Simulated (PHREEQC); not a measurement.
Dissolve 0.005 mol NaHSO4 per kg of water at 20 °C. Closed to the air; pH follows from the charge balance.

The numbers come from PHREEQC with the ion-association model, wateq4f.dat.

This is a speciation only: nothing precipitates in the calculation.

Q: Order these S species by the share of S that they hold, largest first: NaSO4-, SO4-2, HSO4-.

A: SO4-2 (80 %), HSO4- (19 %), NaSO4- (1.2 %)

The pH is 2.43 and the ionic strength 0.0130 mol/kgw. Complexes and solids missing from the database can't appear.
